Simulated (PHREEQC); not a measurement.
Consider water at 25 °C with 0.57 mol/kgw K2CO3, 0.17 mol/kgw NaHCO3 and 0.29 mol/kgw KBr. Closed to the air; pH follows from the charge balance.

Equilibrium calculation in PHREEQC: Pitzer model, pitzer.dat.

Precipitation was switched off in this run.

Estimate the pH.

pH 10.20.

In which forms is C present?

CO3-2 77 %, HCO3- 23 % of the C.

Species that the database lacks are ignored. In brines, pH and single-ion activities rest on the MacInnes convention.
